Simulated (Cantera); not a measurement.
**Ignition delay**

Mixture: 13.7 % CH4, 21.9 % O2, 64.4 % N2, equivalence ratio 1.2, at 9.50 bar, adiabatic and at constant pressure. Ignition delay is the time to a rise of 400 K.

Model: GRI-Mech 3.0 (53 species, 325 reactions), integrated in Cantera.

| T0 (K) | delay (ms) |
|---|---|
| 1125 | 12.1 |
| 1175 | 6.26 |
| 1225 | 3.36 |
| 1275 | 1.85 |
| 1325 | 1.05 |
| 1375 | 0.612 |
| 1425 | 0.364 |

```json
{
 "apparent activation energy between 1325 and 1425 K": "170 kJ/mol"
}
```
